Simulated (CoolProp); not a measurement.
A closed Brayton cycle with carbon dioxide: compressor inlet 325.15 K and 7.7 MPa, high pressure 18.9 MPa, turbine inlet 700 K, compressor efficiency 0.8, turbine efficiency 0.85, recuperator effectiveness 0.8 (on enthalpy, no pinch check). Each further row changes one setting.

Computed with CoolProp (reference Helmholtz-energy equation of state, Span 1996).

```
case                           thermal efficiency (%)  net work (kJ/kg)  compressor to turbine work  compressor exit (K)  turbine exit (K)
-----------------------------  ----------------------  ----------------  --------------------------  -------------------  ----------------
as stated                                        20.7              42.1                        0.54                404.7             607.3
turbine inlet 650 K                              18.4              34.0                        0.60                404.7             560.6
compressor inlet 335.15 K                        19.0              36.5                        0.61                419.3             607.3
high pressure 16.1 MPa                           19.8              37.1                        0.52                389.9             623.6
recuperator effectiveness 0.5                    15.4              42.1                        0.54                404.7             607.3
```
